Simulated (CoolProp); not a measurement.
R123 at 265.63 K and 0.34 MPa is throttled through a valve to 0.172 MPa with no heat exchange. Each further row changes one setting.

The numbers come from the reference Helmholtz-energy equation of state, Younglove 1994 in CoolProp. It is a modified Benedict-Webb-Rubin equation, recast in Helmholtz form.

```json
[
 {"case": "as stated", "temperature change (K)": "+0.1"},
 {"case": "outlet pressure 0.0516 MPa", "temperature change (K)": "+0.1"},
 {"case": "outlet pressure 0.224 MPa", "temperature change (K)": "+0.0"}
]
```
